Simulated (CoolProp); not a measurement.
Properties of dimethyl carbonate along the isotherm 441.2 K (Tc = 557.0 K, pc = 4909 kPa, ω = 0.346).

Values from CoolProp's reference Helmholtz-energy equation of state, Zhou 2011.

```csv
p (kPa),phase,Z,cv (kJ/(kg K)),speed of sound (m/s),isothermal compressibility (1/MPa),expansivity (1/kK),fugacity coefficient
1360,liquid,…,1.592,665.6,0.003637,2.057,…
2730,liquid,0.07807,1.592,678.7,0.003463,1.992,0.2543
4090,liquid,…,1.592,691.3,0.003307,1.934,0.1764
5450,liquid,0.1545,1.592,703.3,0.003167,1.881,0.1376
6820,liquid,0.1925,1.592,…,0.003038,1.832,0.1143
8180,liquid,0.2299,1.592,726.3,0.002921,1.786,0.09904
9540,liquid,0.2671,1.593,737.2,…,1.745,0.08822
10900,liquid,…,1.593,747.8,0.002716,1.706,0.08021
12300,liquid,0.3418,1.593,758.4,0.002622,1.668,0.07390
```

Task: Fill in the missing entries.

Result: 
- 1360, Z: 0.03908
- 1360, fugacity coefficient: 0.4908
- 4090, Z: 0.1164
- 6820, speed of sound (m/s): 715.0
- 9540, isothermal compressibility (1/MPa): 0.002814
- 10900, Z: 0.3040
